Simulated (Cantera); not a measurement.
A closed system holds: 1 mol H₂S, 0.13 mol O₂, 5.5 mol N₂, held at 1000 Pa.

Equilibrium computed with Cantera from the NASA thermochemical tables; the gas is ideal and each condensed phase is pure. Candidate condensed phases: H₂O, H₂SO₄, S; 35 gas species. Kinetics and transport are ignored.

Q: At 3398 K, list the 4 most abundant gas species with their mole fractions, and the condensed phases.

A: N₂ 0.630, H 0.224, S 0.112, O 0.0266. Condensed: gas only.
